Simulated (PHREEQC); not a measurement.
**Polishing slurry liquid: speciation**

Consider water at 91 °C with 0.0013 mol TMAH, 0.0011 mol K2SO4 and 0.016 mol H3BO3 per kg of water. Closed to the air; pH follows from the charge balance.

All values are PHREEQC results (ion-association model, wateq4f.dat), not measurements.

The pH comes out as 7.71. The ionic strength comes out as 0.00454 mol/kgw and the total alkalinity comes out as 1.30 meq/kg.

```tsv
species	molality	activity	log γ
H3BO3	0.0147	0.0147	0.000
K+	0.00217	0.00199	-0.037
(CH3)4N+	0.00130	0.00120	-0.036
H2BO3-	0.00128	0.00117	-0.037
SO4-2	0.00107	0.000772	-0.142
KSO4-	3.01e-5	2.78e-5	-0.035
OH-	2.17e-5	1.99e-5	-0.037
H+	2.09e-8	1.94e-8	-0.033
HSO4-	8.90e-9	8.20e-9	-0.036
```

Precipitation was switched off in this run. Complexes and solids missing from the database can't appear. (CH3)4N+ isn't in the database: it is added as a free cation with an ion size of 4 Å. At this temperature some constants are extrapolated from 25 °C, and those without enthalpy data are left unchanged.
